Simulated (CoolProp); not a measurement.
Vapour-liquid equilibrium of CHF3 (R23) (1) + C2F6 (R116) (2) at 236.4 K; x and y are mole fractions of (1).

Values from CoolProp's multi-fluid Helmholtz-energy mixture model, Penoncello 2003 and Lemmon 2006; pair parameters Bell 2016.

```csv
x,bubble pressure (bar),y at the bubble point,dew pressure at overall composition x (bar),liquid density (mol/L)
0.05,6.831,0.135,6.333,10.31
0.2,8.352,0.356,7.249,10.89
0.35,9.137,0.473,8.307,11.62
0.5,9.505,0.557,9.282,12.55
0.65,9.583,0.635,9.568,13.75
0.8,9.334,0.734,9.036,15.28
0.95,8.481,0.904,8.229,17.18
```

y crosses x between x = 0.5 and 0.65: the model has an azeotrope there.

The pair parameters rest on a limited set of measurements; away from them the model extrapolates.
